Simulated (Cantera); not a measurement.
**Oxide etching and cleaning by halides: B₂O₃ + HCl**

Feed: 1 mol B₂O₃, 1.8 mol HCl, equilibrated at 0.120 bar.

Equilibrium computed with Cantera from the NASA thermochemical tables; the gas is ideal and each condensed phase is pure. Candidate condensed phases: B, B₂O₃, B₃O₃H₃, H₂O; 33 gas species. The tables' values for BOCl are old estimates; treat these amounts as uncertain. Gases not in the tables: H₃BO₃. Equilibrium is a limit: real reactors are often held back by kinetics, nucleation or transport.

From 973 K to 1473 K the condensed part is B₂O₃(l).

```
T (K)  x HCl    x HBO₂     x H₂O      x Cl    x BCl₃    x BOCl  n B₂O₃(l)
-----  -----  --------  --------  --------  --------  --------  ---------
973    1.000   5.87e-7  0.000193   1.41e-6  0.000107   3.23e-8      1.000
1023   1.000   1.97e-6  0.000263   3.88e-6  0.000145   1.42e-7      1.000
1073   0.999   5.84e-6  0.000348   9.62e-6  0.000189   5.46e-7      1.000
1123   0.999   1.57e-5  0.000448   2.18e-5  0.000242   1.85e-6      1.000
1173   0.999   3.84e-5  0.000561   4.55e-5  0.000303   5.64e-6      0.999
1223   0.999   8.68e-5  0.000687   8.87e-5  0.000375   1.57e-5      0.999
1273   0.998  0.000183  0.000822  0.000163  0.000459   4.02e-5      0.999
1323   0.997  0.000362  0.000963  0.000283  0.000558   9.61e-5      0.999
1373   0.996  0.000676   0.00111  0.000470  0.000674  0.000216      0.998
1423   0.995   0.00120   0.00125  0.000750  0.000810  0.000459      0.997
1473   0.992   0.00204   0.00139   0.00116  0.000966  0.000926      0.995
```
x: gas mole fraction; n: condensed amount in mol.
